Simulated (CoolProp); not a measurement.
Vapour pressure (MPa) of c-C4F8 (RC318): the reference equation beside estimates from Tc = 388.4 K, pc = 2.778 MPa, ω = 0.355. Clausius-Clapeyron is anchored at 305.4 K with a constant enthalpy of vaporisation of 20.18 kJ/mol.

Model: reference Helmholtz-energy equation of state, Platzer 1990, in CoolProp. This equation is an older, rougher fit; its heat capacities, sound speeds and derivatives of the liquid may be far off and weren't checked against measurements.

```tsv
T (K)	reference	Clausius-Clapeyron	Redlich-Kwong	Peng-Robinson
281.8	0.1788	0.2012	0.3265	0.1780
287.7	0.2206	0.2401	0.3849	0.2193
293.6	0.2695	0.2845	0.4502	0.2676
299.5	0.3262	0.3348	?	0.3238
305.4	0.3915	0.3915	0.6037	0.3887
311.3	0.4663	0.4552	0.6926	?
317.2	0.5512	0.5262	0.7901	0.5479
323.1	0.6473	0.6052	0.8966	?
329	0.7553	0.6924	1.012	0.7525
334.9	0.8763	0.7886	?	0.8742
340.8	1.011	?	1.274	?
346.7	1.161	?	1.420	1.162
352.6	1.327	1.135	1.577	1.330
358.5	1.511	1.271	1.745	1.516
364.5	1.716	1.421	1.928	1.724
```

Q: Some entries are withheld; supply them.

A: 
- 299.5, Redlich-Kwong: 0.5230
- 311.3, Peng-Robinson: 0.4631
- 323.1, Peng-Robinson: 0.6440
- 334.9, Redlich-Kwong: 1.138
- 340.8, Clausius-Clapeyron: 0.8940
- 340.8, Peng-Robinson: 1.010
- 346.7, Clausius-Clapeyron: 1.009

Absolute difference from the reference over all 15 rows, mean and median: Clausius-Clapeyron 8.9 and 8.8 %, Redlich-Kwong 41.9 and 38.5 %, Peng-Robinson 0.5 and 0.5 %.
